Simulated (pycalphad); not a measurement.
**Phase fractions of Si-38.92Sn (wt.%)**

CALPHAD calculation (pycalphad, COST 507 light-alloy database (1999)), 1 atm. The database dates from 1999; later assessments differ in places, in temperatures and in the compounds included. Amounts are mole fractions of atoms.

| T (K) | liquid | diamond (Si) | bct (Sn) |
|---|---|---|---|
| 1700 | 1.000 | - | - |
| 1625 | 0.311 | 0.689 | - |
| 1550 | 0.177 | 0.823 | - |
| 1475 | 0.151 | 0.849 | - |
| 1400 | 0.142 | 0.858 | - |
| 1325 | 0.137 | 0.863 | - |
| 1250 | 0.135 | 0.865 | - |
| 1175 | 0.133 | 0.867 | - |
| 1100 | 0.132 | 0.868 | - |
| 1025 | 0.132 | 0.868 | - |
| 950 | 0.131 | 0.869 | - |
| 875 | 0.131 | 0.869 | - |
| 800 | 0.131 | 0.869 | - |
| 725 | 0.131 | 0.869 | - |
| 650 | 0.131 | 0.869 | - |
| 575 | 0.131 | 0.869 | - |
| 500 | - | 0.869 | 0.131 |
